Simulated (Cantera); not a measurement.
A perfectly stirred reactor is fed with CH4 : O2 : N2 : H2O = 1 : 1.33 : 5.01 : 1.3 (molar parts), equivalence ratio 1.5, at 5.00 bar; it is adiabatic with a 425 K inlet, and is followed from long to short residence time, starting on the burning branch (τ in s: 0.23, 0.089, 0.034, 0.013, 0.0049, 0.0019, 0.00071, 0.00027, 0.0001, 3.9e-05, 1.5e-05, 5.7e-06).

Cantera simulation using GRI-Mech 3.0 (53 species, 325 reactions); the numbers are that mechanism's predictions, not measurements.

Predict: blow-out, bracketed by the residence times tried; x(CH4) at τ = 0.230 s; x(O2) at τ = 0.230 s; x(H2O) at τ = 0.230 s; x(HO2) at τ = 0.230 s; x(CH4) at τ = 0.710 ms; x(O2) at τ = 0.710 ms; x(H2O) at τ = 0.710 ms.


```json
{
  "blow_out_bracketed_by_the_residence_times_tried": "burning at 1.90 ms, out at 0.710 ms",
  "x(CH4) at τ = 0.230 s": "0.00462",
  "x(O2) at τ = 0.230 s": "0.000222",
  "x(H2O) at τ = 0.230 s": "0.278",
  "x(HO2) at τ = 0.230 s": "7.22e-8",
  "x(CH4) at τ = 0.710 ms": "0.116",
  "x(O2) at τ = 0.710 ms": "0.154",
  "x(H2O) at τ = 0.710 ms": "0.150"
}
```
